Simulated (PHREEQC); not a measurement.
A PHREEQC speciation (ion-association model, wateq4f.dat) at 25 °C gives pH 5.00 and these molalities:

```csv
species,mol/kgw
Cl-,0.175
Zn+2,0.0813
ZnCl+,0.0115
ZnCl2,0.000965
Ni+2,0.000621
ZnCl3-,0.000199
NiCl+,7.59e-5
ZnCl4-2,3.11e-5
NiCl2,2.32e-5
H+,1.28e-5
ZnOHCl,9.20e-6
ZnOH+,3.62e-6
```

Q: What are the element totals, and what could have been dissolved in 1 kg of water to give them?

A: Several could match; the one computed here: totals Cl 0.189, Ni 0.000720, Zn 0.0940 mol/kgw, from 0.094 mol ZnCl2 and 0.00072 mol NiCl2 per kg of water.

This is a speciation only: nothing precipitates in the calculation. Complexes and solids missing from the database can't appear.
